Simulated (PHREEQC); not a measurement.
**Reverse-osmosis permeate (model solution)**

Model water analysis in mg/L, 38 °C, pH 6.56, pe -0.5:

```csv
constituent,mg/L
Na,0.626
K,0.116
Ca,1.4
Mg,0.0934
Cl,0.874
S(6) as SO4,1.73
Alkalinity as HCO3,3.07
Si as SiO2,0.0951
```

Valence states are taken as typed.

The numbers come from PHREEQC with the ion-association model, phreeqc.dat.

Each row changes one thing in this solution. No solid was allowed to form.

```csv
case,HCO3- (mol/kgw),CO2 (mol/kgw),CO3-2 (mol/kgw),H3SiO4- (mol/kgw),HSO4- (mol/kgw),MgOH+ (mol/kgw),SI of Quartz (SiO2)
as made,5.04e-5,2.74e-5,1.12e-8,1.30e-9,6.16e-10,1.48e-10,-2.00
Ca from 1.4 to 2.8 mg/L,5.04e-5,2.73e-5,1.13e-8,1.31e-9,6.08e-10,___,-2.00
pH from 6.56 to 7.56 at the same alkalinity,___,2.67e-6,1.09e-7,1.29e-8,6.16e-11,1.48e-9,-2.01
all concentrations times 2 at the same typed pH,0.000101,5.44e-5,___,2.62e-9,1.20e-9,2.90e-10,-1.70
Si from 0.0951 to 0.285 mg/L,5.04e-5,2.74e-5,1.12e-8,3.91e-9,6.16e-10,1.48e-10,___
```

**Question.** Complete the blanks.

**Answer.** 
- Ca from 1.4 to 2.8 mg/L, MgOH+ (mol/kgw): 1.47e-10
- pH from 6.56 to 7.56 at the same alkalinity, HCO3- (mol/kgw): 4.91e-5
- all concentrations times 2 at the same typed pH, CO3-2 (mol/kgw): 2.27e-8
- Si from 0.0951 to 0.285 mg/L, SI of Quartz (SiO2): -1.53

Away from 25 °C the constants follow the database's enthalpies or fits; those with neither stay at their 25 °C values.
